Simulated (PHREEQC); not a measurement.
Consider water at 80 °C with 0.011 mol NaOH and 0.00092 mol Na2SiO3 per kg of water. Closed to the air; pH follows from the charge balance.

Computed with PHREEQC (ion-association model, phreeqc.dat).

Task: The ionic strength comes out as 0.0129 mol/kgw. What activity coefficients do H3SiO4-, OH-, Na+, H2SiO4-2 get?

Result: H3SiO4- 0.88, OH- 0.88, Na+ 0.88, H2SiO4-2 0.61.

This is a speciation only: nothing precipitates in the calculation. Away from 25 °C the constants follow the database's enthalpies or fits; those with neither stay at their 25 °C values.
